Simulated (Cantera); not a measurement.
A freely propagating, adiabatic, planar premixed flame of 6.14 % C2H4, 19.2 % O2, 72.4 % N2, 2.27 % CO2, equivalence ratio 0.96, unburnt at 500 K and 1580 Torr; mixture-averaged transport, grid criteria slope 0.08 and curve 0.16, no radiation.

Model: GRI-Mech 3.0 (53 species, 325 reactions), integrated in Cantera. GRI-Mech 3.0 was tuned for natural gas; its chemistry of ethylene as a main component is partial and can be far from experiment. Burning velocities carry a grid error of a few per cent, more on coarse grids.

x: mole fraction of selected species; z is measured from the peak of heat release.

```json
[
 {"z (mm)": "-0.397", "T (K)": "500", "u (m/s)": "1.46", "x C2H4": "0.0614", "x O2": "0.191", "x CO2": "0.0227", "x HCO": "<1e-8", "x H2O": "7.18e-6", "x O": "<1e-8"},
 {"z (mm)": "-0.265", "T (K)": "500", "u (m/s)": "1.47", "x C2H4": "0.0613", "x O2": "0.191", "x CO2": "0.0227", "x HCO": "<1e-8", "x H2O": "5.24e-5", "x O": "<1e-8"},
 {"z (mm)": "-0.199", "T (K)": "502", "u (m/s)": "1.47", "x C2H4": "0.0613", "x O2": "0.191", "x CO2": "0.0227", "x HCO": "<1e-8", "x H2O": "0.000270", "x O": "<1e-8"},
 {"z (mm)": "-0.132", "T (K)": "517", "u (m/s)": "1.52", "x C2H4": "0.0608", "x O2": "0.190", "x CO2": "0.0227", "x HCO": "<1e-8", "x H2O": "0.00188", "x O": "<1e-8"},
 {"z (mm)": "-0.0662", "T (K)": "752", "u (m/s)": "2.24", "x C2H4": "0.0529", "x O2": "0.170", "x CO2": "0.0239", "x HCO": "1.53e-6", "x H2O": "0.0205", "x O": "3.65e-6"},
 {"z (mm)": "-0.0331", "T (K)": "1173", "u (m/s)": "3.55", "x C2H4": "0.0331", "x O2": "0.133", "x CO2": "0.0292", "x HCO": "4.31e-5", "x H2O": "0.0494", "x O": "0.000105"},
 {"z (mm)": "0", "T (K)": "1601", "u (m/s)": "4.92", "x C2H4": "0.00987", "x O2": "0.0882", "x CO2": "0.0396", "x HCO": "0.000110", "x H2O": "0.0790", "x O": "0.000876"},
 {"z (mm)": "0.0331", "T (K)": "1832", "u (m/s)": "5.66", "x C2H4": "___", "x O2": "___", "x CO2": "___", "x HCO": "___", "x H2O": "0.0953", "x O": "___"},
 {"z (mm)": "0.0662", "T (K)": "1912", "u (m/s)": "5.90", "x C2H4": "___", "x O2": "___", "x CO2": "___", "x HCO": "___", "x H2O": "0.101", "x O": "___"},
 {"z (mm)": "0.132", "T (K)": "1984", "u (m/s)": "6.08", "x C2H4": "3.15e-8", "x O2": "0.0356", "x CO2": "0.0819", "x HCO": "2.31e-7", "x H2O": "0.101", "x O": "0.00645"},
 {"z (mm)": "0.265", "T (K)": "2073", "u (m/s)": "6.30", "x C2H4": "<1e-8", "x O2": "0.0301", "x CO2": "0.0950", "x HCO": "1.21e-7", "x H2O": "0.102", "x O": "0.00565"},
 {"z (mm)": "0.530", "T (K)": "2171", "u (m/s)": "6.55", "x C2H4": "<1e-8", "x O2": "0.0261", "x CO2": "0.103", "x HCO": "6.37e-8", "x H2O": "0.106", "x O": "0.00408"},
 {"z (mm)": "1.06", "T (K)": "2265", "u (m/s)": "6.79", "x C2H4": "<1e-8", "x O2": "0.0224", "x CO2": "0.110", "x HCO": "2.87e-8", "x H2O": "0.110", "x O": "0.00262"}
]
```

Q: Complete the blanks.

A: 
- 0.0331, x C2H4: 0.00100
- 0.0331, x O2: 0.0588
- 0.0331, x CO2: 0.0526
- 0.0331, x HCO: 5.23e-5
- 0.0331, x O: 0.00302
- 0.0662, x C2H4: 3.95e-5
- 0.0662, x O2: 0.0451
- 0.0662, x CO2: 0.0649
- 0.0662, x HCO: 7.51e-6
- 0.0662, x O: 0.00536
